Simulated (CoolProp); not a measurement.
Values from CoolProp's reference Helmholtz-energy equation of state, Lemmon 2006. It is a short technical equation, of lower accuracy than the large ones.

Q: For CH3F (R41), give the phase and the cv (kJ/(kg K)), Joule-Thomson coefficient (K/MPa) at 146.3 K and 27.7 bar; 401.7 K and 18.5 bar.

A: 
- 146.3 K and 27.7 bar: liquid; cv 1.43, Joule-Thomson coefficient -0.357
- 401.7 K and 18.5 bar: gas; cv 1.09, Joule-Thomson coefficient 7.61
